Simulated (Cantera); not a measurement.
Cantera run, input and output.

```python
import numpy as np
import cantera as ct

gas = ct.Solution("gri30.yaml")
gas.TPX = 823, 350000, {'CH4': 1, 'H2': 0.038, 'O2': 2.02, 'N2': 7.59}
inlet = ct.Reservoir(gas, clone=True)
gas.equilibrate("HP")  # start burning
reactor = ct.IdealGasConstPressureReactor(gas, energy="on", clone=False)
exhaust = ct.Reservoir(gas, clone=True)
tau = [0.047, 0.024, 0.013, 0.0065, 0.0034, 0.0017, 0.0009, 0.00046, 0.00024, 0.00012, 6.4e-05, 3.3e-05, 1.7e-05][0]
for a, b in ((inlet, reactor), (reactor, exhaust)):
    ct.MassFlowController(a, b, mdot=lambda t: reactor.mass / tau)
net = ct.ReactorNet([reactor])
show = ['CH4', 'H2', 'O2', 'NO2', 'C2H2', 'HCN']

rows = []
print(f"{'tau/s':>10s}{'T/K':>9s}" + "".join(f"{s:>11s}" for s in show))
for tau in [0.047, 0.024, 0.013, 0.0065, 0.0034, 0.0017, 0.0009, 0.00046, 0.00024, 0.00012, 6.4e-05, 3.3e-05, 1.7e-05]:
    net.initial_time = 0.0
    net.advance(30 * tau)
    before = gas.X
    net.advance(40 * tau)
    drift = np.max(np.abs(gas.X - before) / (gas.X + 1e-9))
    rows.append([gas.T, *gas[show].X, drift])
    print(f"{tau:10.3e}{gas.T:9.1f}" + "".join(f"{x:11.3e}" for x in gas[show].X))
```

Output:

```
     tau/s      T/K        CH4         H2         O2        NO2       C2H2        HCN
 4.700e-02   2517.8  9.436e-07  6.835e-03  8.661e-03  1.331e-06  4.620e-11  2.260e-07
 2.400e-02   2516.9  1.815e-06  6.874e-03  8.880e-03  1.230e-06  1.523e-10  3.970e-07
 1.300e-02   2515.1  3.264e-06  6.948e-03  9.200e-03  1.095e-06  4.535e-10  6.254e-07
 6.500e-03   2510.8  6.237e-06  7.114e-03  9.744e-03  8.987e-07  1.505e-09  9.593e-07
 3.400e-03   2502.6  1.120e-05  7.410e-03  1.047e-02  7.022e-07  4.339e-09  1.313e-06
 1.700e-03   2486.8  2.039e-05  7.960e-03  1.154e-02  5.131e-07  1.217e-08  1.698e-06
 9.000e-04   2463.8  3.440e-05  8.745e-03  1.286e-02  3.742e-07  2.807e-08  2.037e-06
 4.600e-04   2429.4  5.842e-05  9.896e-03  1.465e-02  2.624e-07  6.098e-08  2.378e-06
 2.400e-04   2386.3  9.691e-05  1.130e-02  1.677e-02  1.821e-07  1.216e-07  2.713e-06
 1.200e-04   2331.1  1.686e-04  1.301e-02  1.945e-02  1.211e-07  2.543e-07  3.145e-06
 6.400e-05   2274.5  2.880e-04  1.465e-02  2.236e-02  8.298e-08  5.318e-07  3.713e-06
 3.300e-05   2208.5  5.400e-04  1.635e-02  2.633e-02  5.514e-08  1.342e-06  4.714e-06
 1.700e-05   2131.8  1.159e-03  1.812e-02  3.262e-02  3.502e-08  4.624e-06  6.723e-06
```

Computed with Cantera and GRI-Mech 3.0 (53 species, 325 reactions).
